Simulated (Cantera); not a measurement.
What does this Cantera script print?

```python
import numpy as np
import cantera as ct

gas_names = """
    CL CL2 H HCL H2 Si SiCL SiCL2 SiCL3 SiCL4 SiH SiHCL3 SiH2 SiH2CL2 SiH3 SiH3CL SiH4 Si2 Si3
""".split()
cond_names = """
    Si(cr) Si(L)
""".split()


# ... load() reads the species with a 1 bar reference pressure and builds the phases ...
atoms = {
    'SiCl4': {'Si': 1, 'CL': 4},
    'Cl2': {'CL': 2},
    'H2': {'H': 2},
}
top_T = {}  # K; cautious upper limits of use, not melting points


# ... equilibrate(T, P, feed) seeds the gas with the atoms and calls Mixture.equilibrate('TP', solver="vcs", rtol=1e-11, max_steps=5000) ...
results = []
feed = {'SiCl4': 1, 'Cl2': 1.7, 'H2': 14}  # mol
T = 675  # K
P = 170000  # Pa
mix = equilibrate(T, P, feed)
results.append((T, P, feed, dict(zip(mix.species_names, mix.species_moles))))
print(gas.report(threshold=0.0001))
for i in range(1, mix.n_phases):
    print(f"{mix.phase(i).name:16s} {mix.phase_moles(i):12.5e} mol")
```

Result:

```
       temperature   675 K
          pressure   1.7e+05 Pa
           density   0.57795 kg/m^3
  mean mol. weight   19.08 kg/kmol
   phase of matter   gas

                          1 kg             1 kmol
                     ---------------   ---------------
          enthalpy       -2.4043e+06       -4.5875e+07  J
   internal energy       -2.6985e+06       -5.1487e+07  J
           entropy            9588.1        1.8294e+05  J/K
    Gibbs function       -8.8763e+06       -1.6936e+08  J
 heat capacity c_p            1775.5             33876  J/K
 heat capacity c_v            1339.7             25562  J/K

                      mass frac. Y      mole frac. X     chem. pot. / RT
                     ---------------   ---------------   ---------------
               HCL           0.38908           0.20362           -40.897
                H2          0.077818            0.7365           -16.401
             SiCL4           0.53291          0.059852           -163.18
     [  +16 minor]        0.00020159        2.8399e-05

Si(cr)            0.00000e+00 mol
```

Method: chemical equilibrium by Gibbs-energy minimisation in Cantera with the NASA 1993 tables (ideal gas, pure condensed phases).
